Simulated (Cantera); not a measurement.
## Equilibrium for carbothermic reduction: Fe₂O₃ + C + H₂

Feed: 1 mol Fe₂O₃, a varied amount of C, 0.96 mol H₂, equilibrated at 2050 °C and 0.0170 bar.

Method: chemical equilibrium by Gibbs-energy minimisation in Cantera with the NASA 1993 tables (ideal gas, pure condensed phases). Candidate condensed phases: C, C₆H₆, C₇H₈, C₈H₁₈, Fe, Fe(CO)₅, FeO, Fe(OH)₂, Fe(OH)₃, Fe₂O₃, Fe₃O₄, H₂O; 114 gas species. The tables' stoichiometric FeO is somewhat more stable than real wüstite, so its field is too wide. FeO: taken at fixed stoichiometry. The numbers say what is thermodynamically allowed, not how fast it happens.

From 0.58 mol C to 2.3 mol C the condensed part is FeO(l). From 2.5 mol C to 2.7 mol C nothing is condensed. The main Fe-bearing gas is Fe throughout.

```csv
n(C) (mol),x CO,x Fe,x H₂O,x H₂,x CO₂,x H,x OH,n FeO(l)
0.58,0.242,0.150,0.294,0.191,0.0655,0.0366,0.00935,1.70
0.75,0.282,0.187,0.230,0.187,0.0611,0.0361,0.00740,1.57
0.93,0.311,0.221,0.183,0.176,0.0571,0.0351,0.00608,1.42
1.1,0.332,0.248,0.152,0.164,0.0541,0.0339,0.00522,1.27
1.3,0.349,0.276,0.126,0.151,0.0513,0.0325,0.00451,1.08
1.5,0.362,0.298,0.107,0.139,0.0492,0.0311,0.00399,0.879
1.6,0.367,0.308,0.0992,0.133,0.0483,0.0305,0.00378,0.779
1.8,0.376,0.326,0.0865,0.123,0.0468,0.0293,0.00344,0.575
2,0.383,0.341,0.0766,0.113,0.0456,0.0281,0.00316,0.369
2.1,0.386,0.347,0.0724,0.109,0.0451,0.0276,0.00304,0.265
2.3,0.391,0.359,0.0651,0.102,0.0441,0.0266,0.00284,0.0552
2.5,0.418,0.355,0.0487,0.110,0.0328,0.0277,0.00205,0
2.7,0.451,0.345,0.0289,0.123,0.0187,0.0293,0.00115,0
```
x: gas mole fraction; n: condensed amount in mol.
